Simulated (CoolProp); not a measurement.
Saturation properties of chlorine.

Computed with CoolProp (reference Helmholtz-energy equation of state, Thol 2021).

| T (°C) | p (MPa) | vapour density (kg/m³) | enthalpy of vaporisation (kJ/kg) |
|---|---|---|---|
| -74.95 | 0.01084 | 0.4688 | 308.9 |
| -65.55 | 0.01978 | 0.8190 | 304.1 |
| -56.25 | 0.03384 | 1.346 | 299.2 |
| -46.95 | 0.05507 | 2.113 | 294.2 |
| -37.55 | 0.08624 | 3.197 | 289.0 |
| -28.25 | 0.1294 | 4.653 | 283.7 |
| -18.95 | 0.1878 | 6.571 | 278.2 |
| -9.55 | 0.2658 | 9.070 | 272.3 |
| -0.25 | 0.3651 | 12.20 | 266.2 |
| 9.05 | 0.4902 | 16.08 | 259.8 |
| 18.45 | 0.6467 | 20.90 | 253.0 |
| 27.75 | 0.8352 | 26.67 | 245.8 |
| 37.05 | 1.061 | 33.61 | 238.1 |

It boils at -34.0 °C under 1 atm.
